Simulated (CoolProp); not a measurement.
Values from CoolProp's reference Helmholtz-energy equation of state, Beckmüller 2019.

### Question
Give the vapour pressure (kPa), vapour Z, liquid viscosity (µPa s), liquid conductivity (mW/(m K)) of saturated n-octane at 333.6, 378.1 K.

### Answer
| T (K) | p (kPa) | vapour Z | liquid viscosity (µPa s) | liquid conductivity (mW/(m K)) |
|---|---|---|---|---|
| 333.6 | 10.7 | 0.989 | 349 | 114 |
| 378.1 | 54.9 | 0.963 | 236 | 102 |

Viscosity comes from a separate model (Huber 2004). Thermal conductivity comes from a separate model (Huber 2005).
